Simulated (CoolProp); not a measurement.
A simple Rankine cycle with R1132(E): condensing at 296.15 K, boiler at 4.25 MPa, turbine inlet 379.3 K, turbine efficiency 0.65, pump efficiency 0.7, no recuperator. Each further row changes one setting.

Computed with CoolProp (reference Helmholtz-energy equation of state, Akasaka 2024).

```
case                             thermal efficiency (%)  net work (kJ/kg)  heat in (kJ/kg)  turbine exit temperature (K)  volume ratio over the turbine
-------------------------------  ----------------------  ----------------  ---------------  ----------------------------  -----------------------------
as stated                                           6.8              19.3              282                         332.7                           2.72
turbine inlet 399.3 K                               7.1              22.0              311                         355.1                           2.67
condensing temperature 288.15 K                     8.0              23.9              297                         324.5                           3.36
boiler pressure 2.97 MPa                            4.8              14.5              300                         352.2                           1.87
turbine efficiency 0.55                             5.6              15.7              282                         335.8                           2.76
```
